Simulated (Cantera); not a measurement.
Mixture: CH₄ : O₂ : N₂ = 1 : 4.65 : 26 (molar parts), equivalence ratio 0.43, at 1.00 atm, adiabatic and at constant volume. Ignition delay is the time to a rise of 400 K.

Detailed kinetics in Cantera: GRI-Mech 3.0 (53 species, 325 reactions).

What does this change do: pressure from 1.00 atm to 9.87 atm?


| quantity | before | after |
|---|---|---|
| delay at 1025 K | 0.651 s | 58.9 ms |
| delay at 1175 K | 59.0 ms | 6.34 ms |
| delay at 1325 K | 7.69 ms | 1.07 ms |
| delay at 1475 K | 1.47 ms | 0.236 ms |
| delay at 1625 K | 0.412 ms | 64.1 µs |
| apparent activation energy between 1550 and 1700 K | 160 kJ/mol | 170 kJ/mol |
